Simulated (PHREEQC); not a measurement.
Ultrapure water in contact with air or piping (model solution)

Model water analysis in mg/kgw, 25 °C, pH 5.61, pe 0.6:

```tsv
constituent	mg/kgw
Na	0.0643
K	8.47e-05
Ca	0.0997
Mg	0.00445
Cl	0.0282
S(6) as SO4	0.194
Alkalinity as HCO3	0.211
Fe(2)	0.00933
Li	2.78e-05
```

Valence states are taken as typed.

Computed with PHREEQC (ion-association model, phreeqc.dat).

```
Item                            Value
--------------------  ---------------
ionic strength        1.57e-5 mol/kgw
charge-balance error            0.9 %
```

| species | molality | activity | log γ |
|---|---|---|---|
| CO2 | 3.25e-5 | 3.25e-5 | 0.000 |
| HCO3- | 5.92e-6 | 5.89e-6 | -0.002 |
| Na+ | 2.80e-6 | 2.78e-6 | -0.002 |
| Ca+2 | 2.49e-6 | 2.44e-6 | -0.008 |
| H+ | 2.47e-6 | 2.45e-6 | -0.002 |
| SO4-2 | 2.02e-6 | 1.98e-6 | -0.008 |
| Cl- | 7.95e-7 | 7.92e-7 | -0.002 |
| Mg+2 | 1.83e-7 | 1.80e-7 | -0.008 |
| Fe+2 | 1.67e-7 | 1.64e-7 | -0.008 |
| OH- | 4.14e-9 | 4.12e-9 | -0.002 |
| Li+ | 4.01e-9 | 3.99e-9 | -0.002 |
| K+ | 2.17e-9 | 2.16e-9 | -0.002 |

This is a speciation only: nothing precipitates in the calculation. Species that the database lacks are ignored.
